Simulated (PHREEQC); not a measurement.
NaOH is added in steps, without added water, to 1 kg of water holding 0.0071 mol/kgw H3PO4, 0.22 mol/kgw NaNO3, 0.0022 mol/kgw Na3PO4 and 0.00023 mol/kgw CaBr2, at 43 °C. Oxygen alone is held at its pressure in air (log pO2 = -0.68). CO2 from the air is kept out. Solids allowed: Hydroxyapatite. Others were left out.

Base run: PHREEQC, ion-association model, phreeqc.dat. Each further column changes one thing. The table gives H2PO4- (mol/kgw).

```tsv
NaOH added (mol)	base	CaBr2 from 0.00023 to 0.00046 mol/kgw	CaBr2 left out	no solid may form
0	0.00808	0.00807	0.00810	0.00808
0.0021	0.00899	0.00897	0.00901	0.00899
0.00315	0.00882	0.00880	0.00884	0.00882
0.00525	0.00673	0.00679	0.00675	0.00673
0.00735	0.00473	0.00490	0.00465	0.00464
0.0084	0.00372	0.00389	0.00360	0.00360
0.0105	0.00166	0.00184	0.00150	0.00151
0.0126	8.80e-6	1.50e-5	6.23e-6	9.06e-6
0.01365	2.39e-6	2.70e-6	2.14e-6	2.42e-6
0.01575	8.64e-7	9.01e-7	8.31e-7	8.64e-7
0.01785	4.80e-7	4.91e-7	4.71e-7	4.78e-7
0.0189	3.81e-7	3.87e-7	3.76e-7	3.79e-7
0.021	2.58e-7	2.61e-7	2.56e-7	2.57e-7
```

Constants without temperature data keep their 25 °C values here. In at least one series the solution becomes supersaturated in solids that the run did not let form, among them Hydroxyapatite.
